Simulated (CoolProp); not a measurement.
Values from CoolProp's reference Helmholtz-energy equation of state, Lemmon 2006. It is a short technical equation, of lower accuracy than the large ones.

Give the vapour pressure (MPa), liquid density (kg/m³), vapour density (kg/m³), enthalpy of vaporisation (kJ/kg) of saturated nitrous oxide at 236.6 K.


```tsv
T (K)	p (MPa)	liquid density (kg/m³)	vapour density (kg/m³)	enthalpy of vaporisation (kJ/kg)
236.6	1.06	1060	27.4	306
```
